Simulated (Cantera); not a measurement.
## Gas-phase reforming

An isothermal, constant-pressure homogeneous reactor starts with CH₄ : CO₂ = 1 : 2 (molar parts), at 2123 K and 820000 Pa.

Model: GRI-Mech 3.0 (53 species, 325 reactions), integrated in Cantera.

```
t (s)        x CH₄   x CO₂    x C₂H₆    x C₂H    x CH₂O   x H₂
--------  --------  ------  --------  -------  --------  -----
1.00e-5      0.165   0.563   0.00133  3.78e-6  0.000227  0.147
3.08e-5     0.0794   0.436  0.000314  6.73e-6  0.000114  0.190
9.50e-5     0.0244   0.265   5.16e-5  9.29e-6   7.03e-5  0.141
0.000293    0.0101   0.154   1.16e-5  7.49e-6   3.49e-5  0.134
0.000903   0.00755  0.0998   4.26e-6  2.84e-6   1.11e-5  0.189
0.00278    0.00340  0.0680   6.50e-7  5.17e-7   2.80e-6  0.239
0.00858   0.000169  0.0590   1.54e-9  5.23e-9   5.51e-7  0.258
0.0265     9.25e-8  0.0589    <1e-12   <1e-12   4.63e-7  0.258
0.0816     9.25e-8  0.0589    <1e-12   <1e-12   4.63e-7  0.258
0.251      9.25e-8  0.0589    <1e-12   <1e-12   4.63e-7  0.258
0.775      9.25e-8  0.0589    <1e-12   <1e-12   4.63e-7  0.258
2.39       9.25e-8  0.0589    <1e-12   <1e-12   4.63e-7  0.258
7.37       9.25e-8  0.0589    <1e-12   <1e-12   4.63e-7  0.258
22.7       9.25e-8  0.0589    <1e-12   <1e-12   4.63e-7  0.258
70.0       9.25e-8  0.0589    <1e-12   <1e-12   4.63e-7  0.258
```
x: mole fraction; the columns are a selection and need not sum to one.

Equilibrium at this temperature and pressure: CH₄ 1.01e-7, CO₂ 0.0589, C₂H₆ <1e-12, C₂H <1e-12, CH₂O 4.63e-7, H₂ 0.258 (gas phase only).
